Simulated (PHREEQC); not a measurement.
Model water analysis in mg/L, 25 °C, pH 3.78, pe 12.8: Na 2150; K 661; Ca 53.5; Mg 32; Cl 3480; S(6) as SO4 3910; Li 1.58.

Valence states are taken as typed.

The numbers come from PHREEQC with the ion-association model, phreeqc.dat.

Problem. The ionic strength comes out as 0.177 mol/kgw. What activity coefficients do Cl-, H+, SO4-2, NaSO4-, K+ get?

Solution. Cl- 0.72, H+ 0.80, SO4-2 0.31, NaSO4- 0.75, K+ 0.72.

This is a speciation only: nothing precipitates in the calculation.
